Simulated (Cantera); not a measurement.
Mixture: CH4 : CO : O2 : N2 = 1 : 0.35 : 4.18 : 15.9 (molar parts), at 10.0 bar, adiabatic and at constant pressure. Ignition delay is the time to a rise of 400 K.

Model: GRI-Mech 3.0 (53 species, 325 reactions), integrated in Cantera.

Predict: delay at 1125 K; delay at 1225 K; delay at 1325 K; delay at 1425 K; delay at 1525 K; apparent activation energy between 1425 and 1525 K.


- delay at 1125 K = 12.9 ms
- delay at 1225 K = 3.13 ms
- delay at 1325 K = 0.922 ms
- delay at 1425 K = 0.313 ms
- delay at 1525 K = 0.121 ms
- apparent activation energy between 1425 and 1525 K = 170 kJ/mol
